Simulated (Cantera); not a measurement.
Input (Python, Cantera):

```python
import numpy as np
import cantera as ct

gas = ct.Solution("gri30.yaml")
gas.TPX = 1175, 450000, {'CH4': 0.029, 'O2': 0.016, 'N2': 1}
reactor = ct.IdealGasConstPressureReactor(gas, energy="off", clone=False)
net = ct.ReactorNet([reactor])
net.rtol, net.atol = 1e-08, 1e-18
show = ['CH4', 'O2', 'C2H6', 'CO2', 'NO2', 'H2']
times = np.geomspace(0.0005, 80, 12)

steps = ct.SolutionArray(gas, extra=["t"])
rows = []
print(f"{'t/s':>10s}{'T/K':>9s}{'P/Pa':>11s}" + "".join(f"{s:>11s}" for s in show))
for t in times:
    while net.time < t:
        t_next = net.step()
        steps.append(gas.state, t=t_next)
    rows.append([np.interp(t, steps.t, y) for y in (steps.T, steps.P, *steps(*show).X.T)])
    print(f"{t:10.3e}{rows[-1][0]:9.1f}{rows[-1][1]:11.4g}" + "".join(f"{x:11.3e}" for x in rows[-1][2:]))
rate = np.gradient(steps.T, steps.t)
print("integrator steps:", len(steps.t))
if steps.T.max() > steps.T[0] + 200:
    print(f"time of steepest temperature rise: {steps.t[rate.argmax()]:.4e} s")
gas.TPX = 1175, 450000, {'CH4': 0.029, 'O2': 0.016, 'N2': 1}
gas.equilibrate("TP")
print(f"equilibrium (TP): T = {gas.T:.1f} K  " + "  ".join(f"{s} {gas[s].X[0]:.3e}" for s in show))
```

It prints:

```
       t/s      T/K       P/Pa        CH4         O2       C2H6        CO2        NO2         H2
 5.000e-04   1175.0    4.5e+05  2.775e-02  1.531e-02  9.701e-11  7.807e-14  2.197e-23  2.886e-09
 1.486e-03   1175.0    4.5e+05  2.775e-02  1.531e-02  5.071e-09  3.604e-12  1.270e-21  2.022e-08
 4.417e-03   1175.0    4.5e+05  2.775e-02  1.531e-02  1.728e-07  1.055e-10  4.530e-20  1.571e-07
 1.313e-02   1175.0    4.5e+05  2.775e-02  1.531e-02  1.238e-06  7.373e-10  8.421e-19  7.406e-07
 3.903e-02   1175.0    4.5e+05  2.773e-02  1.530e-02  5.129e-06  3.396e-09  1.484e-17  3.195e-06
 1.160e-01   1175.0    4.5e+05  2.766e-02  1.526e-02  2.285e-05  3.105e-08  4.970e-16  1.875e-05
 3.448e-01   1175.0    4.5e+05  2.716e-02  1.495e-02  1.326e-04  1.741e-06  5.751e-14  1.928e-04
 1.025e+00   1175.0    4.5e+05  1.834e-02  7.339e-03  3.886e-04  5.265e-04  1.569e-11  5.328e-03
 3.046e+00   1175.0    4.5e+05  1.300e-02  1.259e-04  2.785e-05  1.766e-03  1.311e-12  1.058e-02
 9.055e+00   1175.0    4.5e+05  1.295e-02  1.048e-05  8.695e-06  1.857e-03  7.858e-14  1.089e-02
 2.691e+01   1175.0    4.5e+05  1.293e-02  1.454e-07  6.470e-06  1.962e-03  5.124e-16  1.108e-02
 8.000e+01   1175.0    4.5e+05  1.287e-02  6.260e-13  6.670e-06  2.235e-03  2.382e-21  1.142e-02
integrator steps: 1822
equilibrium (TP): T = 1175.0 K  CH4 2.290e-05  O2 1.907e-20  C2H6 6.728e-12  CO2 7.871e-04  NO2 6.414e-25  H2 5.130e-02
```

Model: GRI-Mech 3.0 (53 species, 325 reactions), integrated in Cantera.
